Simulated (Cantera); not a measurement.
A closed system holds: 1 mol SiO₂, 0.93 mol H₂, 5.1 mol N₂, at 1 atm.

Method: chemical equilibrium by Gibbs-energy minimisation in Cantera with the NASA 1993 tables (ideal gas, pure condensed phases). Candidate condensed phases: H₂O, Si, SiO₂, Si₂N₂O, Si₃N₄; 35 gas species. N₂ is the only nitrogen source here; it is nearly inert below about 1500 K, so the nitride shown seldom forms there in practice. Mutual solubility and eutectic melting of coexisting phases are not modelled. The tables hold silica as quartz up to 1696 K and as liquid above; real silica turns to tridymite and cristobalite and melts near 1996 K. Kinetics and transport are ignored.

Q: At 902 °C, list the 4 most abundant gas species with their mole fractions, and the condensed phases.

A: N₂ 0.846, H₂ 0.154, H₂O 4.61e-5, NH₃ 1.21e-5. Condensed: SiO₂(β-quartz) + Si₂N₂O(s).
